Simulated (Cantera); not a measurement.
Input (Python, Cantera):

```python
import numpy as np
import cantera as ct

surf = ct.Interface("ptcombust.yaml", "Pt_surf")
gas = surf.adjacent["gas"]
gas.TPX = 675, 42000, {'H2': 0.01, 'O2': 0.057, 'N2': 0.79, 'H2O': 0.035}
surf.TP = 675, 42000
reactor = ct.FlowReactor(gas, clone=False)
reactor.area = 0.0001  # m2
reactor.surface_area_to_volume_ratio = 64  # 1/m
reactor.mass_flow_rate = 0.14 * reactor.area * gas.density  # inlet velocity 0.14 m/s
reactor.energy_enabled = False
wall = ct.ReactorSurface(surf, reactor, clone=False)
net = ct.ReactorNet([reactor])
net.rtol, net.atol = 1e-8, 1e-16
show, cover = ['H2', 'O2', 'H2O'], ['PT(S)', 'H(S)', 'O(S)', 'OH(S)', 'CO(S)', 'C(S)']

rows = []
print(f"{'z/m':>9s}{'u/(m/s)':>9s}" + "".join(f"{s:>13s}" for s in show + cover))
for z in [5.4e-05, 9.5e-05, 0.00017, 0.0003, 0.00054, 0.00095, 0.0017, 0.003, 0.0054]:
    net.advance(z)
    rows.append([reactor.speed, *gas[show].X, *surf[cover].coverages])
    print(f"{z:9.4g}{rows[-1][0]:9.3g}" + "".join(f"{x:13.4e}" for x in rows[-1][1:]))
```

Result:

```
      z/m  u/(m/s)           H2           O2          H2O        PT(S)         H(S)         O(S)        OH(S)        CO(S)         C(S)
  5.4e-05     0.14   9.0440e-03   6.2881e-02   4.1459e-02   2.5279e-01   9.5291e-08   7.3324e-01   1.3895e-02   3.1777e-25   1.4331e-28
  9.5e-05     0.14   7.8728e-03   6.2330e-02   4.2660e-02   2.2201e-01   7.4065e-08   7.6455e-01   1.3380e-02   2.1381e-25   6.8571e-29
  0.00017     0.14   6.3504e-03   6.1614e-02   4.4221e-02   1.8119e-01   5.0598e-08   8.0624e-01   1.2519e-02  -2.3584e-26  -5.1915e-30
   0.0003     0.14   4.7393e-03   6.0855e-02   4.5873e-02   1.3698e-01   3.0547e-08   8.5169e-01   1.1293e-02  -2.0734e-24   1.0387e-27
  0.00054    0.139   3.2121e-03   6.0136e-02   4.7439e-02   9.4142e-02   1.5926e-08   8.9614e-01   9.6909e-03  -2.2098e-26  -1.8957e-30
  0.00095    0.139   2.0596e-03   5.9594e-02   4.8621e-02   6.1382e-02   7.7565e-09   9.3057e-01   8.0302e-03   8.3847e-27   2.8068e-30
   0.0017    0.139   1.2309e-03   5.9204e-02   4.9471e-02   3.7974e-02   3.5209e-09   9.5558e-01   6.4332e-03   8.4157e-27   4.5164e-30
    0.003    0.139   7.0689e-04   5.8957e-02   5.0008e-02   2.3859e-02   1.6532e-09   9.7098e-01   5.1569e-03   9.3375e-25  -8.6171e-28
   0.0054    0.139   3.6699e-04   5.8797e-02   5.0357e-02   1.5728e-02   8.3719e-10   9.8005e-01   4.2153e-03  -8.7872e-27  -4.8929e-30
```

Detailed kinetics in Cantera: Deutschmann's 1995 Pt surface mechanism with GRI-Mech 3.0 gas chemistry. Catalytic surfaces can have several steady states; this one follows from the mechanism file's or the stated starting coverage. Mass transfer to the wall is taken as infinitely fast.
